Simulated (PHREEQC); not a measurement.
Sulfide liquor: speciation

A solution holds 160 mmol/kgw NaHS, at 80 °C. Closed to the air; pH follows from the charge balance.

Equilibrium calculation in PHREEQC: ion-association model, wateq4f.dat.

No solid was allowed to form.

**Question.** Estimate the pH, ionic strength.

**Answer.** pH 8.70; ionic strength 0.161 mol/kgw.

Constants without temperature data keep their 25 °C values here. The polysulfide entries of wateq4f.dat were taken out for this run.
